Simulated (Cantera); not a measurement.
Charge: 1 mol CsCl, 0.74 mol O2, 0.23 mol H2, at 1502 °C and 11.0 Pa.

Method: chemical equilibrium by Gibbs-energy minimisation in Cantera with the NASA 1993 tables (ideal gas, pure condensed phases). Candidate condensed phases: Cs, CsCl, CsOH, H2O; 22 gas species. Equilibrium is a limit: real reactors are often held back by kinetics, nucleation or transport.

Base state: CsCl 0.523, O2 0.330, H2O 0.114, Cs 0.00724, OH 0.00690, HCl 0.00567, O 0.00524, Cl 0.00425 (mole fractions); condensed: gas only.

### Question
What changes in the equilibrium state with this change: H2 from 0.23 to 7.9 mol?

### Answer
| species | before | after |
|---|---|---|
| H2 | 0.000803 | 0.689 |
| H2O | 0.114 | 0.162 |
| CsCl | 0.523 | 0.0951 |
| O2 | 0.330 | 9.15e-7 |
| H | 0.000782 | 0.0229 |
| HCl | 0.00567 | 0.0147 |
| Cs | 0.00724 | 0.0148 |
| O | 0.00524 | 8.73e-6 |
| OH | 0.00690 | 0.000336 |
| Cl | 0.00425 | 0.000377 |

### Question
What changes in the equilibrium state with this change: pressure from 11.0 Pa to 32.0 Pa?

### Answer
| species | before | after |
|---|---|---|
| CsCl | 0.523 | 0.528 |
| O2 | 0.330 | 0.332 |
| H2O | 0.114 | 0.116 |
| Cs | 0.00724 | 0.00401 |
| H | 0.000782 | 0.000354 |
| O | 0.00524 | 0.00309 |
| H2 | 0.000803 | 0.000478 |
| Cl | 0.00425 | 0.00266 |
